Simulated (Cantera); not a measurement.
Feed: 1 mol SiH₄, 0.045 mol C₃H₈, 21 mol H₂, held at 2123 K and 10000 Pa.

Method: chemical equilibrium by Gibbs-energy minimisation in Cantera with the NASA 1993 tables (ideal gas, pure condensed phases). Candidate condensed phases: C, C₆H₆, C₇H₈, C₈H₁₈, Si, SiC; 87 gas species. Mutual solubility and eutectic melting of coexisting phases are not modelled. Gases not in the tables: Si₂H₆ and higher silanes. The numbers say what is thermodynamically allowed, not how fast it happens.

Base state: H₂ 0.986, H 0.0113, Si 0.00170, SiH 0.000276, SiH₂ 0.000202, Si₂C 7.58e-5, Si₂ 2.33e-5, C₂H₂ (acetylene) 1.16e-5 (mole fractions); condensed: Si(l) + SiC(s).

Problem. What changes in the equilibrium state with this change: temperature from 2123 K to 1998.15 K?

Solution. 
```json
[
 {"species": "H₂", "before": "0.986", "after": "0.994"},
 {"species": "H", "before": "0.0113", "after": "0.00506"},
 {"species": "Si", "before": "0.00170", "after": "0.000426"},
 {"species": "Si₂C", "before": "7.58e-5", "after": "1.16e-5"},
 {"species": "Si₂", "before": "2.33e-5", "after": "4.40e-6"},
 {"species": "C₂H₂ (acetylene)", "before": "1.16e-5", "after": "2.24e-6"},
 {"species": "Si(l), mol", "before": "0.812", "after": "0.850"},
 {"species": "SiC(s), mol", "before": "0.133", "after": "0.135"}
]
```
